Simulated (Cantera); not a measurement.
Feed: 1 mol Al₂O₃, 0.1 mol H₂, equilibrated at 2025 K.

Method: chemical equilibrium by Gibbs-energy minimisation in Cantera with the NASA 1993 tables (ideal gas, pure condensed phases). Candidate condensed phases: Al, Al₂O₃, H₂O; 19 gas species. Rates play no part.

**Question.** At 10.0 bar, list the 6 most abundant gas species with their mole fractions, and the condensed phases.

**Answer.** H₂ 0.999, H 0.000608, H₂O 6.15e-5, Al 1.44e-5, AlH 1.20e-5, Al₂O 1.01e-5. Condensed: Al₂O₃(s).
